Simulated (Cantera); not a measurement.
A Cantera script and what it prints.

```python
import numpy as np
import cantera as ct

gas_names = """
    Cr CrN CrO CrO2 CrO3 H HNO HNO2 HNO3 HO2 H2 H2O H2O2 N NH NH2 NH3 NH2OH NO NO2 NO3 N2 N2H2 N2H4 N2O
    O OH O2 O3
""".split()
cond_names = """
    Cr(cr) Cr(L) CrN(s) Cr2N(s) Cr2O3(s) Cr2O3(L) H2O(s) H2O(L)
""".split()


def load(file, names, dense=False):
    # The tables refer to 1 bar. Condensed volumes are neglected.
    table = {s.name: s for s in ct.Species.list_from_file(file)}
    out = []
    for n in names:
        d = dict(table[n].input_data)
        d["thermo"] = dict(d["thermo"], **{"reference-pressure": 1e5})
        if dense:
            d["equation-of-state"] = {"model": "constant-volume", "density": "1e6 g/cm^3"}
        out.append(ct.Species.from_dict(d))
    return out


gas = ct.Solution(thermo="ideal-gas", species=load("nasa_gas.yaml", gas_names))
cond = {s.name: ct.Solution(thermo="fixed-stoichiometry", species=[s], name=s.name)
        for s in load("nasa_condensed.yaml", cond_names, dense=True)}
atoms = {
    'Cr': {'Cr': 1},
    'H2O': {'H': 2, 'O': 1},
    'N2': {'N': 2},
}
top_T = {'CrN(s)': 1900, 'Cr2N(s)': 1900}  # K; cautious upper limits of use, not melting points


def equilibrate(T, P, feed):
    n = {}
    for name, mol in feed.items():
        for a, k in atoms[name].items():
            n[a] = n.get(a, 0.0) + k * mol
    gas.TPX = T, P, n
    mass = sum(n.values()) * gas.mean_molecular_weight
    gas.equilibrate("TP")
    valid = [c for c in cond.values() if c.min_temp <= T <= top_T.get(c.name, c.max_temp)]
    mix = ct.Mixture([(gas, mass / gas.mean_molecular_weight)] + [(c, 0.0) for c in valid])
    mix.T, mix.P = T, P
    mix.equilibrate("TP", solver="vcs", rtol=1e-11, max_steps=5000)
    return mix


results = []
T = 2673.15  # K
P = 1000  # Pa
for m in [0.04, 0.13, 0.21, 0.3, 0.38, 0.47, 0.56, 0.64]:
    feed = {'Cr': 1, 'H2O': m, 'N2': 2.2}  # mol
    mix = equilibrate(T, P, feed)
    results.append((T, P, feed, dict(zip(mix.species_names, mix.species_moles))))
    x = sorted(zip(gas.X, gas.species_names), reverse=True)
    print(f"T = {T:g} K  P = {P:g} Pa  n(H2O) = {m:g} mol  gas = {mix.phase_moles(0):.4g} mol")
    print("   x: " + "  ".join(f"{s} {v:.3e}" for v, s in x if v > 1e-06))
    print("   condensed (mol): " + ("  ".join(f"{mix.phase(i).name} {mix.phase_moles(i):.4g}"
          for i in range(1, mix.n_phases) if mix.phase_moles(i) > 1e-12) or "none"))
```

Result:

```
T = 2673.15 K  P = 1000 Pa  n(H2O) = 0.04 mol  gas = 3.279 mol
   x: N2 6.708e-01  Cr 2.946e-01  H 2.084e-02  CrO 1.028e-02  H2 1.651e-03  O 1.258e-03  NO 2.404e-04  OH 1.558e-04  CrO2 9.455e-05  H2O 4.950e-05  O2 1.527e-05  N 1.073e-05  CrN 1.158e-06
   condensed (mol): none
T = 2673.15 K  P = 1000 Pa  n(H2O) = 0.13 mol  gas = 3.437 mol
   x: N2 6.397e-01  Cr 2.612e-01  H 5.195e-02  CrO 2.889e-02  H2 1.026e-02  O 3.990e-03  OH 1.231e-03  H2O 9.753e-04  CrO2 8.429e-04  NO 7.444e-04  O2 1.535e-04  N 1.048e-05  CrN 1.003e-06
   condensed (mol): none
T = 2673.15 K  P = 1000 Pa  n(H2O) = 0.21 mol  gas = 3.567 mol
   x: N2 6.161e-01  Cr 2.371e-01  H 7.100e-02  CrO 4.134e-02  H2 1.917e-02  O 6.290e-03  H2O 2.872e-03  OH 2.653e-03  CrO2 1.901e-03  NO 1.152e-03  O2 3.816e-04  N 1.029e-05
   condensed (mol): none
T = 2673.15 K  P = 1000 Pa  n(H2O) = 0.3 mol  gas = 3.708 mol
   x: N2 5.925e-01  Cr 2.144e-01  H 8.728e-02  CrO 5.193e-02  H2 2.896e-02  O 8.737e-03  H2O 6.029e-03  OH 4.530e-03  CrO2 3.317e-03  NO 1.569e-03  O2 7.362e-04  N 1.009e-05
   condensed (mol): none
T = 2673.15 K  P = 1000 Pa  n(H2O) = 0.38 mol  gas = 3.831 mol
   x: N2 5.734e-01  Cr 1.973e-01  H 9.878e-02  CrO 5.905e-02  H2 3.710e-02  O 1.079e-02  H2O 9.541e-03  OH 6.335e-03  CrO2 4.661e-03  NO 1.907e-03  O2 1.124e-03  N 9.924e-06  CrO3 1.584e-06
   condensed (mol): none
T = 2673.15 K  P = 1000 Pa  n(H2O) = 0.47 mol  gas = 3.966 mol
   x: N2 5.536e-01  Cr 1.808e-01  H 1.094e-01  CrO 6.511e-02  H2 4.550e-02  H2O 1.408e-02  O 1.299e-02  OH 8.442e-03  CrO2 6.184e-03  NO 2.254e-03  O2 1.627e-03  N 9.751e-06  CrO3 2.529e-06
   condensed (mol): none
T = 2673.15 K  P = 1000 Pa  n(H2O) = 0.56 mol  gas = 4.1 mol
   x: N2 5.353e-01  Cr 1.666e-01  H 1.182e-01  CrO 6.958e-02  H2 5.312e-02  H2O 1.907e-02  O 1.506e-02  OH 1.058e-02  CrO2 7.665e-03  NO 2.571e-03  O2 2.189e-03  N 9.589e-06  CrO3 3.636e-06
   condensed (mol): none
T = 2673.15 K  P = 1000 Pa  n(H2O) = 0.64 mol  gas = 4.218 mol
   x: N2 5.201e-01  Cr 1.556e-01  H 1.249e-01  CrO 7.254e-02  H2 5.929e-02  H2O 2.376e-02  O 1.682e-02  OH 1.248e-02  CrO2 8.920e-03  NO 2.829e-03  O2 2.728e-03  N 9.452e-06  CrO3 4.724e-06
   condensed (mol): none
```

Equilibrium computed with Cantera from the NASA thermochemical tables; the gas is ideal and each condensed phase is pure.
